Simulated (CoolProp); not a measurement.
A single-stage vapour-compression cycle with R124: evaporating at 272.15 K (dew point), condensing at 306.15 K (bubble point), superheat 5 K, subcooling 8 K, compressor efficiency 0.85, no pressure losses. Each further row changes one setting.

Values from CoolProp's reference Helmholtz-energy equation of state, de Vries 1995.

```json
[
 {"case": "as stated", "cooling COP": "6.22", "pressure ratio": "3.10", "discharge temperature (K)": "313.5", "refrigerating effect (kJ/kg)": "135", "volumetric capacity (kJ/m³)": "1330"},
 {"case": "evaporating temperature 277.15 K", "cooling COP": "7.59", "pressure ratio": "2.57", "discharge temperature (K)": "312.9", "refrigerating effect (kJ/kg)": "138", "volumetric capacity (kJ/m³)": "1620"},
 {"case": "condensing temperature 301.15 K", "cooling COP": "7.48", "pressure ratio": "2.67", "discharge temperature (K)": "308.5", "refrigerating effect (kJ/kg)": "141", "volumetric capacity (kJ/m³)": "1390"},
 {"case": "subcooling 13 K", "cooling COP": "6.48", "pressure ratio": "3.10", "discharge temperature (K)": "313.5", "refrigerating effect (kJ/kg)": "141", "volumetric capacity (kJ/m³)": "1390"},
 {"case": "superheat 15 K", "cooling COP": "6.27", "pressure ratio": "3.10", "discharge temperature (K)": "323.6", "refrigerating effect (kJ/kg)": "143", "volumetric capacity (kJ/m³)": "1340"},
 {"case": "compressor efficiency 0.75", "cooling COP": "5.49", "pressure ratio": "3.10", "discharge temperature (K)": "317.0", "refrigerating effect (kJ/kg)": "135", "volumetric capacity (kJ/m³)": "1330"}
]
```
